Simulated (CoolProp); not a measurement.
A Linde-Hampson liquefier for methane: isothermal reversible compression at 290 K from 1 atm to 5 MPa, throttling to 1 atm, return gas leaving the recuperator 5 K below the feed. Each further row changes one setting.

The numbers come from the reference Helmholtz-energy equation of state, Setzmann 1991 in CoolProp.

```
case                        liquid yield per pass  compression work (kJ/kg of gas)
--------------------------  ---------------------  -------------------------------
as stated                                       …                              572
high pressure 10 MPa                            …                                …
warm-end temperature 320 K                      …                                …
warm-end gap 10 K                               …                              572
```

### Question
Some entries are withheld; supply them.

### Answer

- as stated, liquid yield per pass: 0.047
- high pressure 10 MPa, liquid yield per pass: 0.109
- high pressure 10 MPa, compression work (kJ/kg of gas): 663
- warm-end temperature 320 K, liquid yield per pass: 0.033
- warm-end temperature 320 K, compression work (kJ/kg of gas): 636
- warm-end gap 10 K, liquid yield per pass: 0.035
